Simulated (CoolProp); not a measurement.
A single-stage vapour-compression cycle with the fluid: evaporating at 215.15 K (dew point), condensing at 283.15 K (bubble point), superheat 8 K, subcooling 0 K, compressor efficiency 0.75, no pressure losses. The same conditions are run with several fluids, on thermodynamics alone (safety and materials aside).

Model: reference Helmholtz-energy equation of state of each fluid (propane: Lemmon 2009; ethane: Bücker 2006; R125: Lemmon 2005; vinyl chloride: Thol 2022; R143a: Lemmon and Jacobsen 2000; R407C: Lemmon 2003), in CoolProp. Blends and air are pseudo-pure fits.

Q: Rank propane, ethane, R125, vinyl chloride, R143a, R407C by cooling COP, highest first.

A: vinyl chloride (1.82), propane (1.76), R143a (1.67), R125 (1.57), R407C (1.53), ethane (1.43)

```
fluid           pressure ratio  discharge temperature (K)  refrigerating effect (kJ/kg)  volumetric capacity (kJ/m³)
--------------  --------------  -------------------------  ----------------------------  ---------------------------
propane                   13.4                      335.6                           292                          336
ethane                    7.37                      345.9                           249                         1800
R125                      15.0                      315.2                          94.4                          380
vinyl chloride            23.2                      408.1                           295                          106
R143a                     14.2                      331.2                           145                          399
R407C                     24.8                      366.3                           168                          249
```
